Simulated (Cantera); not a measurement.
Hydrocarbon pyrolysis for carbon deposition

An isothermal, constant-pressure homogeneous reactor starts with C2H6 : N2 = 1 : 3.5 (molar parts), at 1573 K and 0.0434 atm.

Detailed kinetics in Cantera: GRI-Mech 3.0 (53 species, 325 reactions). GRI-Mech 3.0 stops at C3 and has no aromatics, soot or wall deposition, so with more carbon than oxygen in the feed, carbon stays in small species such as C2H2 where larger ones or solid carbon would form. Radical loss at walls, strong at low pressure, is not modelled.

```tsv
t (s)	x C2H6	x CH4	x H2	x H	x CH2	x CH3
1.00e-5	0.221	5.19e-5	1.11e-5	3.67e-6	9.12e-8	0.00173
3.22e-5	0.218	0.000505	0.000386	3.97e-5	1.78e-6	0.00506
0.000104	0.198	0.00428	0.00832	0.000211	1.04e-5	0.0124
0.000334	0.117	0.0270	0.0531	0.000414	1.85e-5	0.0182
0.00107	0.0189	0.0706	0.125	0.000505	9.97e-6	0.00828
0.00346	0.000726	0.0761	0.175	0.000201	1.21e-6	0.00170
0.0111	6.11e-5	0.0734	0.199	7.14e-5	1.49e-7	0.000521
0.0359	1.93e-5	0.0710	0.215	4.51e-5	5.25e-8	0.000298
0.116	1.99e-5	0.0675	0.226	5.22e-5	6.04e-8	0.000313
0.372	1.59e-5	0.0584	0.237	5.73e-5	5.75e-8	0.000283
1.20	8.04e-6	0.0394	0.260	6.76e-5	4.60e-8	0.000207
3.86	1.84e-6	0.0169	0.287	8.71e-5	2.76e-8	0.000104
12.4	1.94e-7	0.00493	0.302	0.000103	1.06e-8	3.43e-5
40.0	3.10e-8	0.00167	0.305	0.000108	3.79e-9	1.19e-5
```
x: mole fraction; the columns are a selection and need not sum to one.

Equilibrium at this temperature and pressure: C2H6 1.25e-8, CH4 0.000928, H2 0.306, H 0.000108, CH2 2.12e-9, CH3 6.64e-6 (gas phase only).
